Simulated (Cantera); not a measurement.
A closed system holds: 1 mol Fe2O3, 0.87 mol CO, 0.34 mol H2, held at 2225 K.

Cantera equilibrium calculation (NASA polynomials, part measured and part estimated; ideal gas, pure solids and liquids). Candidate condensed phases: C, C6H6, C7H8, C8H18, Fe, Fe(CO)5, FeO, Fe(OH)2, Fe(OH)3, Fe2O3, Fe3O4, H2O; 114 gas species. The tables' stoichiometric FeO is somewhat more stable than real wüstite, so its field is too wide. FeO: taken at fixed stoichiometry. Rates play no part.

Task: Which condensed phases are stable at each of these points (P (Pa)): 10, 100, 1000, 10000, 100000, 1000000?

Result: 
```csv
P (Pa),condensed phases,Fe condensed (%)
10,gas only,0.0
100,FeO(l),72.2
1000,FeO(l),98.8
10000,FeO(l),99.9
100000,FeO(l),100.0
1000000,FeO(l),100.0
```

At 0.000100 bar nothing is condensed. From 0.00100 bar to 10.0 bar the condensed part is FeO(l).
